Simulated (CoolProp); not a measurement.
Vapour-liquid equilibrium of R134a (1) + R124 (2) at 342 K; x and y are mole fractions of (1).

The numbers come from the multi-fluid Helmholtz-energy mixture model, Tillner-Roth 1994 and de Vries 1995; pair parameters Bell 2016 in CoolProp.

Question: Give the bubble pressure and the first vapour's composition at x = 0.15, 0.45, 0.75. Is there an azeotrope?

Answer: x = 0.15: 1.371 MPa, y = 0.211; x = 0.45: 1.637 MPa, y = 0.537; x = 0.75: 1.879 MPa, y = 0.799. No azeotrope shows between x = 0.05 and 0.95.

Pair parameters are fitted to limited data, so mixtures are less certain than the pure fluids.
